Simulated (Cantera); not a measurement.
Charge: 1 mol Fe, 0.034 mol Cl2, held at 1177 °C and 50.0 mbar.

Cantera equilibrium calculation (NASA polynomials, part measured and part estimated; ideal gas, pure solids and liquids). Candidate condensed phases: Fe, FeCl2, FeCl3; 8 gas species. Kinetics and transport are ignored.

Base state: FeCl2 0.997, Fe2Cl4 0.00288, FeCl3 0.000230, Cl 4.16e-5 (mole fractions); condensed: Fe(γ).

Task: What changes in the equilibrium state with this change: temperature from 1177 °C to 1227 °C?

Result: 
```tsv
species	before	after
FeCl2	0.997	0.998
Fe2Cl4	0.00288	0.00196
FeCl3	0.000230	0.000211
Cl	4.16e-5	7.32e-5
Fe(γ), mol	0.966	0.966
```
